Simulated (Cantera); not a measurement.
Cantera run, input and output.

```python
import numpy as np
import cantera as ct

gas = ct.Solution("h2o2.yaml")
gas.TPX = 498, 500000, {'H2': 1, 'O2': 0.714, 'N2': 2.69}
inlet = ct.Reservoir(gas, clone=True)
gas.equilibrate("HP")  # start burning
reactor = ct.IdealGasConstPressureReactor(gas, energy="on", clone=False)
exhaust = ct.Reservoir(gas, clone=True)
tau = [0.031, 0.013, 0.0057, 0.0024, 0.001, 0.00045, 0.00019, 8.3e-05, 3.6e-05][0]
for a, b in ((inlet, reactor), (reactor, exhaust)):
    ct.MassFlowController(a, b, mdot=lambda t: reactor.mass / tau)
net = ct.ReactorNet([reactor])
show = ['H2', 'O2', 'H', 'H2O2', 'OH']

rows = []
print(f"{'tau/s':>10s}{'T/K':>9s}" + "".join(f"{s:>11s}" for s in show))
for tau in [0.031, 0.013, 0.0057, 0.0024, 0.001, 0.00045, 0.00019, 8.3e-05, 3.6e-05]:
    net.initial_time = 0.0
    net.advance(30 * tau)
    before = gas.X
    net.advance(40 * tau)
    drift = np.max(np.abs(gas.X - before) / (gas.X + 1e-9))
    rows.append([gas.T, *gas[show].X, drift])
    print(f"{tau:10.3e}{gas.T:9.1f}" + "".join(f"{x:11.3e}" for x in gas[show].X))
```

It prints:

```
     tau/s      T/K         H2         O2          H       H2O2         OH
 3.100e-02   2176.8  5.422e-04  5.400e-02  5.610e-05  4.295e-07  3.574e-03
 1.300e-02   2175.5  6.152e-04  5.398e-02  6.558e-05  4.412e-07  3.723e-03
 5.700e-03   2172.9  7.647e-04  5.395e-02  8.674e-05  4.659e-07  4.017e-03
 2.400e-03   2167.4  1.085e-03  5.390e-02  1.393e-04  5.204e-07  4.593e-03
 1.000e-03   2157.1  1.710e-03  5.385e-02  2.669e-04  6.251e-07  5.554e-03
 4.500e-04   2141.2  2.713e-03  5.385e-02  5.290e-04  7.796e-07  6.779e-03
 1.900e-04   2113.4  4.513e-03  5.403e-02  1.145e-03  1.022e-06  8.409e-03
 8.300e-05   2071.3  7.247e-03  5.456e-02  2.380e-03  1.343e-06  1.010e-02
 3.600e-05   2007.3  1.133e-02  5.575e-02  4.767e-03  1.801e-06  1.160e-02
```

Detailed kinetics in Cantera: the H2/O2 subset of GRI-Mech 3.0, which has no nitrogen chemistry. The hydrogen kinetics of GRI-Mech 3.0 are dated; newer H2 mechanisms differ, most at raised pressure.
